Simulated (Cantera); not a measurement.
An isothermal, constant-pressure homogeneous reactor starts with CH4 : N2 = 1 : 3.3 (molar parts), at 1450 K and 0.825 Torr. Integrator tolerance rtol = 1e-08.

Computed with Cantera and GRI-Mech 3.0 (53 species, 325 reactions). GRI-Mech 3.0 stops at C3 and has no aromatics, soot or wall deposition, so with more carbon than oxygen in the feed, carbon stays in small species such as C2H2 where larger ones or solid carbon would form. Radical loss at walls, strong at low pressure, is not modelled.

Problem. What does this change do: N2 3.3 to 12 parts?

Solution. 
| quantity | before | after |
|---|---|---|
| x(CH4) at 50.0 s | 0.113 (gas-phase equilibrium 5.63e-5) | 0.0496 (gas-phase equilibrium 6.26e-6) |
| x(CH2) at 50.0 s | 5.84e-8 (gas-phase equilibrium 2.56e-10) | 5.09e-8 (gas-phase equilibrium 7.52e-11) |
| x(HCN) at 50.0 s | 1.61e-8 (gas-phase equilibrium 0.0828) | 1.38e-8 (gas-phase equilibrium 0.0473) |
| x(C2H2) at 50.0 s | 0.0469 (gas-phase equilibrium 0.0529) | 0.0115 (gas-phase equilibrium 0.0120) |
| x(H) at 50.0 s | 2.84e-5 (gas-phase equilibrium 0.000153) | 1.06e-5 (gas-phase equilibrium 9.39e-5) |

Problem. What does this change do: pressure from 0.825 Torr to 0.330 bar?

Solution. 
```json
[
 {"quantity": "x(CH4) at 50.0 s", "before": "0.113 (gas-phase equilibrium 5.63e-5)", "after": "0.0193 (gas-phase equilibrium 0.0144)"},
 {"quantity": "x(CH2) at 50.0 s", "before": "5.84e-8 (gas-phase equilibrium 2.56e-10)", "after": "3.15e-10 (gas-phase equilibrium 2.34e-10)"},
 {"quantity": "x(HCN) at 50.0 s", "before": "1.61e-8 (gas-phase equilibrium 0.0828)", "after": "9.43e-9 (gas-phase equilibrium 0.0791)"},
 {"quantity": "x(C2H2) at 50.0 s", "before": "0.0469 (gas-phase equilibrium 0.0529)", "after": "0.0835 (gas-phase equilibrium 0.0472)"},
 {"quantity": "x(H) at 50.0 s", "before": "2.84e-5 (gas-phase equilibrium 0.000153)", "after": "8.32e-6 (gas-phase equilibrium 8.52e-6)"}
]
```
